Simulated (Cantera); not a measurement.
A Cantera script and what it prints.

```python
import numpy as np
import cantera as ct

gas_names = [...]  # 45 gases of nasa_gas.yaml made of Ba, F, H, N, O
cond_names = """
    Ba(cr) Ba(L) BaF2(a) BaF2(b,c) BaF2(L) BaO(s) BaO(L) BaO2H2(s) BaO2H2(L) H2O(s) H2O(L)
""".split()


# ... load() reads the species with a 1 bar reference pressure and builds the phases ...
atoms = {
    'BaF2': {'Ba': 1, 'F': 2},
    'H2O': {'H': 2, 'O': 1},
    'N2': {'N': 2},
}
top_T = {}  # K; cautious upper limits of use, not melting points


# ... equilibrate(T, P, feed) seeds the gas with the atoms and calls Mixture.equilibrate('TP', solver="vcs", rtol=1e-11, max_steps=5000) ...
results = []
T = 2025  # K
P = 100000  # Pa
for m in [62, 130, 200, 280, 350, 420, 490]:
    feed = {'BaF2': 1, 'H2O': 2.9, 'N2': m}  # mol
    mix = equilibrate(T, P, feed)
    results.append((T, P, feed, dict(zip(mix.species_names, mix.species_moles))))

top = {s: max(r[3][s] / sum(r[3][g] for g in gas_names) for r in results) for s in gas_names}
cols = sorted((s for s in top if top[s] > 1e-05), key=lambda s: -top[s])[:7]
seen = [c for c in cond_names if any(r[3].get(c, 0) > 1e-12 for r in results)]
print("log10 of partial pressures in bar; condensed amounts in mol")
print(f"{'n(N2)':>10s}" + "".join(f"{s[:9]:>10s}" for s in cols + seen))
for T, P, feed, n in results:
    ng = sum(n[g] for g in gas_names)
    print(f"{feed['N2']:10.4g}" + "".join(f"{np.log10(max(n[s] / ng * P / 1e5, 1e-99)):10.3f}" for s in cols)
          + "".join(f"{n.get(c, 0):10.4g}" for c in seen))
```

Output:

```
log10 of partial pressures in bar; condensed amounts in mol
     n(N2)        N2       H2O      BaF2        HF    BaO2H2        H2        NO    BaO(s)
        62    -0.027    -1.401    -1.889    -2.357    -2.991    -3.061    -3.508   0.07272
       130    -0.013    -1.712    -2.198    -2.667    -3.302    -3.256    -3.617   0.06942
       200    -0.009    -1.897    -2.381    -2.851    -3.487    -3.371    -3.685   0.06654
       280    -0.006    -2.043    -2.526    -2.996    -3.633    -3.462    -3.739   0.06361
       350    -0.005    -2.140    -2.622    -3.093    -3.731    -3.522    -3.776   0.06124
       420    -0.004    -2.220    -2.701    -3.172    -3.810    -3.571    -3.806   0.05901
       490    -0.004    -2.288    -2.768    -3.240    -3.878    -3.613    -3.832   0.05689
```

Equilibrium computed with Cantera from the NASA thermochemical tables; the gas is ideal and each condensed phase is pure.
